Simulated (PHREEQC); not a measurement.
**Acid mine or pickling water (model solution)**

Synthetic water in mg/L, 10 °C, pH 2.87, pe 10.9:

```json
[
 {"constituent": "Na", "mg/L": "9.6"},
 {"constituent": "K", "mg/L": "3.96"},
 {"constituent": "Ca", "mg/L": "55"},
 {"constituent": "Mg", "mg/L": "24.1"},
 {"constituent": "Cl", "mg/L": "59.7"},
 {"constituent": "S(6) as SO4", "mg/L": "297"},
 {"constituent": "Cd", "mg/L": "0.426"},
 {"constituent": "Zn", "mg/L": "2.08"},
 {"constituent": "Li", "mg/L": "0.126"},
 {"constituent": "Fe(3)", "mg/L": "2.11"},
 {"constituent": "Br", "mg/L": "3.06"}
]
```

Valence states are taken as typed.

The numbers come from PHREEQC with the ion-association model, wateq4f.dat.

| Quantity | Value |
|---|---|
| ionic strength | 0.0111 mol/kgw |
| total alkalinity | -1.73 meq/kg |
| charge-balance error | -6.2 % |

```
species  molality  activity   log γ
-------  --------  --------  ------
SO4-2     0.00251   0.00166  -0.179
Cl-       0.00168   0.00151  -0.047
H+        0.00148   0.00135  -0.040
Ca+2      0.00115  0.000767  -0.177
Mg+2     0.000845  0.000566  -0.174
Na+      0.000415  0.000374  -0.045
```

No solid was allowed to form. Saturation is exceeded, for instance for Hematite (slow to form), Goethite (slow to form); the values hold only as long as no solid forms. Species that the database lacks are ignored. Away from 25 °C the constants follow the database's enthalpies or fits; those with neither stay at their 25 °C values.
